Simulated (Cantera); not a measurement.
Feed: 1 mol Al, 23 mol N2, 66 mol H2, held at 0.0420 bar.

Equilibrium computed with Cantera from the NASA thermochemical tables; the gas is ideal and each condensed phase is pure. Candidate condensed phases: Al, AlN; 13 gas species. Rates play no part.

**Question.** Which condensed phases are stable at each of these points (T (K)): 1550, 1600, 1650, 1700, 1750, 1800, 1850, 1900, 1950, 2000, 2050?

**Answer.** 
| T (K) | condensed phases | Al condensed (%) |
|---|---|---|
| 1550 | AlN(s) | 100.0 |
| 1600 | AlN(s) | 100.0 |
| 1650 | AlN(s) | 100.0 |
| 1700 | AlN(s) | 99.9 |
| 1750 | AlN(s) | 99.8 |
| 1800 | AlN(s) | 99.3 |
| 1850 | AlN(s) | 97.9 |
| 1900 | AlN(s) | 94.0 |
| 1950 | AlN(s) | 83.2 |
| 2000 | AlN(s) | 55.6 |
| 2050 | gas only | 0.0 |

From 1550 K to 2000 K the condensed part is AlN(s). At 2050 K nothing is condensed.
